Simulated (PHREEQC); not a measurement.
Dissolve 0.16 mol/kgw Na2S at 25 °C. Closed to the air; pH follows from the charge balance.

The numbers come from PHREEQC with the ion-association model, wateq4f.dat.

```csv
quantity,before,after
pH,12.63,12.04
ionic strength (mol/kgw),0.415,0.413
H2S (mol/kgw),7.88e-8,1.89e-7
```

What was changed between the two runs?
A. temperature from 25 to 45 °C
B. 0.24 mol/kgw (CH3)4NCl added
C. temperature from 25 to 60 °C
D. temperature from 25 to 10 °C

A, temperature from 25 to 45 °C

This is a speciation only: nothing precipitates in the calculation. With this much S-2 the pH rests on the database's HS-/S-2 constant; if that pK is higher, the solution is more alkaline. Constants without temperature data keep their 25 °C values here. The database's pK near 12.9 for HS-/S-2 is now thought far too low, so its S-2 is overstated.
